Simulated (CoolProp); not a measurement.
A single-stage vapour-compression cycle with ethane: evaporating at 214.15 K (dew point), condensing at 249.15 K (bubble point), superheat 8 K, subcooling 5 K, compressor efficiency 0.8, no pressure losses. Each further row changes one setting.

Values from CoolProp's reference Helmholtz-energy equation of state, Bücker 2006.

```
case                              cooling COP  pressure ratio  discharge temperature (K)  refrigerating effect (kJ/kg)  volumetric capacity (kJ/m³)
--------------------------------  -----------  --------------  -------------------------  ----------------------------  ---------------------------
as stated                                 [?]            3.22                      288.3                           376                         2620
evaporating temperature 219.15 K          [?]             [?]                      282.9                           [?]                         3180
condensing temperature 244.15 K           [?]            2.78                        [?]                           391                         2720
subcooling 10 K                          4.31            3.22                      288.3                           391                         2720
superheat 18 K                           4.10            3.22                        [?]                           393                         2580
compressor efficiency 0.7                3.63            3.22                      294.9                           376                         2620
```

Question: What belongs in the gaps?

Answer: 
- as stated, cooling COP: 4.15
- evaporating temperature 219.15 K, cooling COP: 5.06
- evaporating temperature 219.15 K, pressure ratio: 2.66
- evaporating temperature 219.15 K, refrigerating effect (kJ/kg): 381
- condensing temperature 244.15 K, cooling COP: 4.98
- condensing temperature 244.15 K, discharge temperature (K): 279.6
- superheat 18 K, discharge temperature (K): 299.3
